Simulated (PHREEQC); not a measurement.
Metal-bearing waste water: an equilibrium model

Solution (60 °C): 0.0017 mol/kgw FeSO4, 3.6e-05 mol/kgw CaCl2, 3.4e-05 mol/kgw NaH2PO4 and 0.0027 mol/kgw Na2SO4. Closed to the air; pH follows from the charge balance.

Computed with PHREEQC (ion-association model, wateq4f.dat).

Precipitation was switched off in this run.

Q: What pH does the model give?

A: pH 5.63.

Q: In which forms is Na present?

A: Na+ 99 %, NaSO4- 1.4 % of the Na.

H3PO4, which wateq4f.dat lacks, is added to it with the constant of phreeqc.dat. Constants without temperature data keep their 25 °C values here.
